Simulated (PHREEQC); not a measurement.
A made-up water analysis in mmol/kgw, 25 °C, pH 6.49:

```
constituent           mmol/kgw
--------------------  --------
Na                        70.6
K                         6.85
Ca                        2.79
Mg                        10.9
Cl                        76.8
S(6)                      8.34
Alkalinity (meq/kgw)       7.5
B                         1.56
```

Valence states are taken as typed.

Model: Pitzer model, pitzer.dat, run in PHREEQC.

No solid was allowed to form.

Q: Estimate the specific conductance, density.

A: specific conductance 10300 µS/cm; density 1.002 g/cm³.

Q: In which forms is C present?

A: HCO3- 64 %, CO2 36 % of the C.

Complexes and solids missing from the database can't appear.
